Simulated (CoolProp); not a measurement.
Vapour-liquid equilibrium of neopentane (1) + n-pentane (2) at 0.0497 MPa; x and y are mole fractions of (1).

Values from CoolProp's multi-fluid Helmholtz-energy mixture model, Lemmon 2006 and Thol 2019; pair parameters Bell 2016.

### Question
Give the bubble temperature and the first vapour's composition at x = 0.25, 0.45, 0.55. Is there an azeotrope?

### Answer
x = 0.25: 7.6 °C, y = 0.478; x = 0.45: 2.0 °C, y = 0.696; x = 0.55: -0.4 °C, y = 0.775. No azeotrope shows between x = 0.05 and 0.95.

Pair parameters are fitted to limited data, so mixtures are less certain than the pure fluids.
